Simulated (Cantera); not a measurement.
# Equilibrium for thermal oxidation and active oxidation of silicon: Si + CO2 + H2

A closed system holds: 1 mol Si, 1.1 mol CO2, 1.3 mol H2, equilibrated at 1330 Pa.

Cantera equilibrium calculation (NASA polynomials, part measured and part estimated; ideal gas, pure solids and liquids). Candidate condensed phases: C, C6H6, C7H8, C8H18, H2O, Si, SiC, SiO2; 123 gas species. Mutual solubility and eutectic melting of coexisting phases are not modelled. The tables hold silica as quartz up to 1696 K and as liquid above; real silica turns to tridymite and cristobalite and melts near 1996 K. The numbers say what is thermodynamically allowed, not how fast it happens.

```json
[
 {"T (°C)": "700", "x H2": "0.865", "x CO": "0.132", "x SiO": "<1e-12", "x H": "8.71e-9", "x CH4": "0.00128", "x H2O": "0.000949", "x CO2": "0.000234", "x Si": "<1e-12", "n C(graphite)": "0.900", "n SiO2(β-quartz)": "1.00", "n SiC(s)": "0", "n SiO2(condensed)": "0"},
 {"T (°C)": "800", "x H2": "0.866", "x CO": "0.133", "x SiO": "1.50e-11", "x H": "1.13e-7", "x CH4": "0.000460", "x H2O": "0.000200", "x CO2": "3.33e-5", "x Si": "<1e-12", "n C(graphite)": "0.900", "n SiO2(β-quartz)": "1.00", "n SiC(s)": "0", "n SiO2(condensed)": "0"},
 {"T (°C)": "900", "x H2": "0.866", "x CO": "0.133", "x SiO": "1.05e-8", "x H": "9.50e-7", "x CH4": "0.000195", "x H2O": "5.47e-5", "x CO2": "6.61e-6", "x Si": "<1e-12", "n C(graphite)": "0.900", "n SiO2(β-quartz)": "1.00", "n SiC(s)": "0", "n SiO2(condensed)": "0"},
 {"T (°C)": "1000", "x H2": "0.867", "x CO": "0.133", "x SiO": "2.56e-6", "x H": "5.75e-6", "x CH4": "9.40e-5", "x H2O": "1.83e-5", "x CO2": "1.70e-6", "x Si": "<1e-12", "n C(graphite)": "0.900", "n SiO2(β-quartz)": "1.000", "n SiC(s)": "0", "n SiO2(condensed)": "0"},
 {"T (°C)": "1100", "x H2": "0.816", "x CO": "0.183", "x SiO": "0.000201", "x H": "2.61e-5", "x CH4": "4.47e-5", "x H2O": "9.35e-6", "x CO2": "1.02e-6", "x Si": "1.23e-10", "n C(graphite)": "0.762", "n SiO2(β-quartz)": "0.954", "n SiC(s)": "0.0459", "n SiO2(condensed)": "0"},
 {"T (°C)": "1200", "x H2": "0.617", "x CO": "0.380", "x SiO": "0.00271", "x H": "8.60e-5", "x CH4": "7.38e-6", "x H2O": "1.32e-5", "x CO2": "3.30e-6", "x Si": "5.42e-9", "n C(graphite)": "0", "n SiO2(β-quartz)": "0.696", "n SiC(s)": "0.298", "n SiO2(condensed)": "0"},
 {"T (°C)": "1300", "x H2": "0.592", "x CO": "0.375", "x SiO": "0.0322", "x H": "0.000271", "x CH4": "1.50e-6", "x H2O": "1.76e-5", "x CO2": "3.86e-6", "x Si": "2.26e-7", "n C(graphite)": "0", "n SiO2(β-quartz)": "0.653", "n SiC(s)": "0.276", "n SiO2(condensed)": "0"},
 {"T (°C)": "1400", "x H2": "0.393", "x CO": "0.333", "x SiO": "0.273", "x H": "0.000619", "x CH4": "1.52e-7", "x H2O": "1.62e-5", "x CO2": "4.15e-6", "x Si": "5.54e-6", "n C(graphite)": "0", "n SiO2(β-quartz)": "0.1000", "n SiC(s)": "0", "n SiO2(condensed)": "0"},
 {"T (°C)": "1500", "x H2": "0.393", "x CO": "0.333", "x SiO": "0.273", "x H": "0.00154", "x CH4": "7.11e-9", "x H2O": "0.000139", "x CO2": "3.17e-5", "x Si": "2.22e-6", "n C(graphite)": "0", "n SiO2(β-quartz)": "0", "n SiC(s)": "0", "n SiO2(condensed)": "0.0994"},
 {"T (°C)": "1600", "x H2": "0.390", "x CO": "0.332", "x SiO": "0.273", "x H": "0.00349", "x CH4": "4.67e-10", "x H2O": "0.000921", "x CO2": "0.000191", "x Si": "1.00e-6", "n C(graphite)": "0", "n SiO2(β-quartz)": "0", "n SiC(s)": "0", "n SiO2(condensed)": "0.0963"}
]
```
x: gas mole fraction; n: condensed amount in mol.

From 700 °C to 1000 °C the condensed part is C(graphite) + SiO2(β-quartz). At 1100 °C the condensed part is C(graphite) + SiC(s) + SiO2(β-quartz). From 1200 °C to 1300 °C the condensed part is SiC(s) + SiO2(β-quartz). At 1400 °C the condensed part is SiO2(β-quartz). From 1500 °C to 1600 °C the condensed part is SiO2(condensed).
